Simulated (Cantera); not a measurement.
Feed: 1 mol CsOH, 0.029 mol O2, equilibrated at 1173 K and 2.18 Torr.

Cantera equilibrium calculation (NASA polynomials, part measured and part estimated; ideal gas, pure solids and liquids). Candidate condensed phases: Cs, CsOH, H2O; 15 gas species. Equilibrium is a limit: real reactors are often held back by kinetics, nucleation or transport.

Base state: CsOH 0.966, O2 0.0288, Cs 0.00266, H2O 0.00133, Cs2(OH)2 0.000718 (mole fractions); condensed: gas only.

**Question.** What changes in the equilibrium state with this change: O2 from 0.029 to 0.43 mol?

**Answer.** 
```tsv
species	before	after
CsOH	0.966	0.697
O2	0.0288	0.301
Cs	0.00266	0.00144
Cs2(OH)2	0.000718	0.000373
H2O	0.00133	0.000728
CsO	6.96e-6	1.22e-5
```

**Question.** What changes in the equilibrium state with this change: temperature from 1173 K to 873.15 K?

**Answer.** 
| species | before | after |
|---|---|---|
| CsOH | 0.966 | 0.764 |
| Cs2(OH)2 | 0.000718 | 0.202 |
| O2 | 0.0288 | 0.0339 |
| Cs | 0.00266 | 1.54e-5 |
| H2O | 0.00133 | 8.00e-6 |
